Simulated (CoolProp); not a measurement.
R124 at 298.15 K and 0.0653 MPa is throttled through a valve to 0.0366 MPa with no heat exchange. Each further row changes one setting.

Computed with CoolProp (reference Helmholtz-energy equation of state, de Vries 1995).

```csv
case,temperature change (K),final density (kg/m³)
as stated,-0.6,2.04
outlet pressure 0.011 MPa,-1.2,0.610
outlet pressure 0.0476 MPa,-0.4,2.66
```
